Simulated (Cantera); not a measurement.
Hydrocarbon pyrolysis for carbon deposition

An isothermal, constant-pressure homogeneous reactor starts with 12.3 % CH4, 87.7 % H2, at 1425 K and 1.00 bar.

Cantera simulation using GRI-Mech 3.0 (53 species, 325 reactions); the numbers are that mechanism's predictions, not measurements. GRI-Mech 3.0 stops at C3 and has no aromatics, soot or wall deposition, so with more carbon than oxygen in the feed, carbon stays in small species such as C2H2 where larger ones or solid carbon would form.

```tsv
t (s)	x CH4	x H2	x C2H4	x H	x CH3	x C2H6	x C2H
4.00e-6	0.123	0.877	<1e-12	2.77e-8	6.98e-8	<1e-12	<1e-12
1.51e-5	0.123	0.877	<1e-12	9.86e-8	2.70e-7	1.11e-11	<1e-12
5.71e-5	0.123	0.877	3.88e-11	3.66e-7	1.03e-6	6.10e-10	<1e-12
0.000216	0.123	0.877	2.20e-9	1.34e-6	3.78e-6	3.16e-8	<1e-12
0.000816	0.123	0.877	1.23e-7	3.83e-6	1.08e-5	1.12e-6	<1e-12
0.00309	0.123	0.877	3.65e-6	5.11e-6	1.44e-5	8.46e-6	<1e-12
0.0117	0.123	0.877	3.30e-5	5.39e-6	1.52e-5	1.43e-5	<1e-12
0.0441	0.123	0.877	0.000127	5.44e-6	1.53e-5	1.53e-5	<1e-12
0.167	0.122	0.877	0.000324	5.51e-6	1.54e-5	1.68e-5	2.30e-12
0.630	0.119	0.879	0.000837	5.73e-6	1.55e-5	2.07e-5	9.95e-12
2.38	0.112	0.883	0.00188	6.21e-6	1.58e-5	2.90e-5	2.73e-11
9.00	0.109	0.885	0.00237	6.46e-6	1.59e-5	3.31e-5	3.63e-11
```
x: mole fraction; the columns are a selection and need not sum to one.

Equilibrium at this temperature and pressure: CH4 0.109, H2 0.885, C2H4 0.00238, H 6.46e-6, CH3 1.59e-5, C2H6 3.31e-5, C2H 3.64e-11 (gas phase only).
